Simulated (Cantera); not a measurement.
A Cantera script and its output.

```python
import numpy as np
import cantera as ct

gas = ct.Solution("SiF4_NH3_mec.yaml", "gas")
gas.TPX = 1725, 1333, {'NH3': 1, 'H2': 0.26}
reactor = ct.IdealGasConstPressureReactor(gas, energy="off", clone=False)
net = ct.ReactorNet([reactor])
net.rtol, net.atol = 1e-08, 1e-18
show = ['NH3', 'H2', 'H', 'N2H4', 'NH2', 'NH', 'N2']
times = np.geomspace(5e-06, 2, 13)

steps = ct.SolutionArray(gas, extra=["t"])
rows = []
print(f"{'t/s':>10s}{'T/K':>9s}{'P/Pa':>11s}" + "".join(f"{s:>11s}" for s in show))
for t in times:
    while net.time < t:
        t_next = net.step()
        steps.append(gas.state, t=t_next)
    rows.append([np.interp(t, steps.t, y) for y in (steps.T, steps.P, *steps(*show).X.T)])
    print(f"{t:10.3e}{rows[-1][0]:9.1f}{rows[-1][1]:11.4g}" + "".join(f"{x:11.3e}" for x in rows[-1][2:]))
rate = np.gradient(steps.T, steps.t)
print("integrator steps:", len(steps.t))
if steps.T.max() > steps.T[0] + 200:
    print(f"time of steepest temperature rise: {steps.t[rate.argmax()]:.4e} s")
gas.TPX = 1725, 1333, {'NH3': 1, 'H2': 0.26}
gas.equilibrate("TP")
print(f"equilibrium (TP): T = {gas.T:.1f} K  " + "  ".join(f"{s} {gas[s].X[0]:.3e}" for s in show))
```

Output:

```
       t/s      T/K       P/Pa        NH3         H2          H       N2H4        NH2         NH         N2
 5.000e-06   1725.0       1333  7.937e-01  2.063e-01  1.314e-08  1.029e-18  2.122e-08  1.098e-15  9.740e-22
 1.465e-05   1725.0       1333  7.937e-01  2.063e-01  2.631e-08  3.441e-17  7.434e-08  2.304e-14  2.661e-19
 4.292e-05   1725.0       1333  7.937e-01  2.063e-01  4.644e-08  1.047e-15  2.484e-07  3.949e-13  7.583e-17
 1.257e-04   1725.0       1333  7.936e-01  2.063e-01  9.873e-08  2.253e-14  7.652e-07  6.219e-12  1.721e-14
 3.684e-04   1725.0       1333  7.936e-01  2.063e-01  2.518e-07  3.235e-13  2.279e-06  8.998e-11  2.684e-12
 1.079e-03   1725.0       1333  7.936e-01  2.064e-01  7.000e-07  3.418e-12  6.713e-06  1.036e-09  2.509e-10
 3.162e-03   1725.0       1333  7.936e-01  2.064e-01  2.012e-06  3.147e-11  1.968e-05  9.903e-09  1.322e-08
 9.265e-03   1725.0       1333  7.936e-01  2.064e-01  5.838e-06  2.749e-10  5.750e-05  8.625e-08  4.750e-07
 2.714e-02   1725.0       1333  7.934e-01  2.064e-01  1.669e-05  2.264e-09  1.645e-04  6.791e-07  1.523e-05
 7.953e-02   1725.0       1333  7.919e-01  2.074e-01  3.489e-05  9.736e-09  3.411e-04  2.705e-06  3.486e-04
 2.330e-01   1725.0       1333  7.855e-01  2.120e-01  3.816e-05  1.096e-08  3.619e-04  3.052e-06  2.133e-03
 6.826e-01   1725.0       1333  7.668e-01  2.255e-01  4.085e-05  1.059e-08  3.558e-04  3.053e-06  7.334e-03
 2.000e+00   1725.0       1333  7.158e-01  2.622e-01  4.846e-05  9.618e-09  3.390e-04  3.043e-06  2.155e-02
integrator steps: 483
equilibrium (TP): T = 1725.0 K  NH3 1.462e-07  H2 7.775e-01  H 1.428e-03  N2H4 4.004e-20  NH2 6.906e-10  NH 7.082e-11  N2 2.211e-01
```

Detailed kinetics in Cantera: the gas-phase N/H chemistry of the illustrative SiF4/NH3 mechanism in the Surface Chemkin manual (1991). Walls and surfaces, which speed up NH3 decomposition in real reactors, are not modelled.
